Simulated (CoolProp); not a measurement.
Properties of R404A along the isobar 1.07 MPa (Tc = 345.3 K, pc = 3.735 MPa, ω = 0.293).

Computed with CoolProp (reference Helmholtz-energy equation of state, Lemmon 2003). It is a pseudo-pure fit of the blend.

```csv
T (K),phase,cp (kJ/(kg K)),speed of sound (m/s),Joule-Thomson coefficient (K/MPa),isothermal compressibility (1/MPa),Prandtl number,fugacity coefficient
314,gas,1.065,149.4,16.45,1.147,0.879,0.8572
328.3,gas,1.048,156.4,13.85,1.099,0.848,0.8780
342.6,gas,1.044,162.7,11.87,1.066,0.830,0.8950
356.9,gas,1.049,168.3,10.31,1.043,0.820,0.9090
371.2,gas,1.058,173.5,9.059,1.025,0.815,0.9208
385.5,gas,1.070,178.4,8.028,1.011,0.812,0.9308
399.8,gas,1.084,183.0,7.168,0.9996,0.812,0.9393
414.1,gas,1.099,187.3,6.443,0.9905,0.813,0.9466
428.4,gas,1.114,191.5,5.824,0.9829,0.815,0.9529
442.8,gas,1.130,195.5,5.288,0.9765,0.818,0.9584
457.1,gas,1.146,199.3,4.825,0.9711,0.821,0.9632
471.4,gas,1.162,203.1,4.421,0.9665,0.825,0.9674
485.7,gas,1.178,206.6,4.065,0.9625,0.829,0.9712
500,gas,1.193,210.1,3.749,0.9591,0.833,0.9745
```

Viscosity comes from a separate model (Geller 2000). Thermal conductivity comes from a separate model (Geller 2001).
